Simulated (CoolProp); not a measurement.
Vapour-liquid equilibrium of R22 (1) + R11 (2) at 0.201 MPa; x and y are mole fractions of (1).

Values from CoolProp's multi-fluid Helmholtz-energy mixture model, Kamei 1995 and Jacobsen 1992; pair parameters Bell 2016.

```
x      bubble temperature, mixture model (K)  bubble temperature, Raoult's law (K)  y, mixture model  y, Raoult's law
-----  -------------------------------------  ------------------------------------  ----------------  ---------------
0.05                                   302.9                                 306.9             0.394            0.326
0.125                                  288.1                                 294.7             0.662            0.591
0.2                                    278.8                                 285.8             0.780            0.733
0.275                                  272.4                                 278.8             0.843            0.816
0.35                                   267.8                                 273.2             0.881            0.870
0.425                                  264.2                                 268.6             0.907            0.906
0.5                                    261.3                                 264.7             0.926            0.931
0.575                                  258.8                                 261.3             0.941            0.950
0.65                                   256.6                                 258.3             0.953            0.964
0.725                                  254.7                                 255.7             0.964            0.975
0.8                                    252.8                                 253.4             0.975            0.984
0.875                                  251.0                                 251.2             0.984            0.991
0.95                                   249.3                                 249.3             0.994            0.997
```

The largest gap from Raoult's law is -7.0 K in bubble temperature, at x = 0.2. No azeotrope shows between x = 0.05 and 0.95.

The pair parameters rest on a limited set of measurements; away from them the model extrapolates.
